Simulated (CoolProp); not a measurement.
Vapour-liquid equilibrium of m-xylene (1) + n-decane (2) at 149.45 °C; x and y are mole fractions of (1).

Model: multi-fluid Helmholtz-energy mixture model, Zhou 2012 and Lemmon 2006; pair parameters Bell 2016, in CoolProp.

```
x     bubble pressure (MPa)  y at the bubble point  dew pressure at overall composition x (MPa)  liquid density (mol/L)
----  ---------------------  ---------------------  -------------------------------------------  ----------------------
0.05                0.05619                  0.122                                      0.05347                   4.487
0.2                 0.06892                  0.389                                      0.05943                   4.770
0.35                0.08104                  0.571                                      0.06675                   5.086
0.5                 0.09289                  0.707                                      0.07589                   5.441
0.65                 0.1047                  0.815                                      0.08756                   5.843
0.8                  0.1167                  0.904                                       0.1029                   6.300
0.95                 0.1288                  0.978                                       0.1239                   6.824
```

No azeotrope shows between x = 0.05 and 0.95.

The pair parameters rest on a limited set of measurements; away from them the model extrapolates.
